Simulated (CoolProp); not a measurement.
The fluid at 231.36 K and 0.0858 MPa is compressed adiabatically to 0.449 MPa with isentropic efficiency 0.8. The same conditions are run with several fluids, on thermodynamics alone (safety and materials aside).

Computed with CoolProp (reference Helmholtz-energy equation of state of each fluid (carbonyl sulfide: Lemmon 2006; hydrogen chloride: Thol 2018; nitrous oxide: Lemmon 2006; R13: Platzer 1990; hydrogen sulfide: Lemmon 2006)). The equations of Platzer and Polt are older, rougher fits.

```csv
fluid,work (kJ/kg),final temperature (K),final density (kg/m³)
carbonyl sulfide,77.2,348.2,9.62
hydrogen chloride,138,404.7,4.92
nitrous oxide,108,357.6,6.74
R13,41.7,304.0,19.3
hydrogen sulfide,142,374.6,5.00
```
